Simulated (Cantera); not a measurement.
A closed system holds: 1 mol CH₂F₂, 1.2 mol H₂, at 1198 K and 750 Torr.

Equilibrium computed with Cantera from the NASA thermochemical tables; the gas is ideal and each condensed phase is pure. Candidate condensed phases: C, C₆H₆, C₇H₈, C₈H₁₈; 95 gas species. Kinetics and transport are ignored.

What is the equilibrium state?


```
Item               Result
--------------  ---------
x(HF)               0.626
x(H₂)               0.371
x(CH₄)            0.00221
x(H₂F₂)           8.75e-6
n(C(graphite))  0.993 mol
gas amount      3.193 mol
```
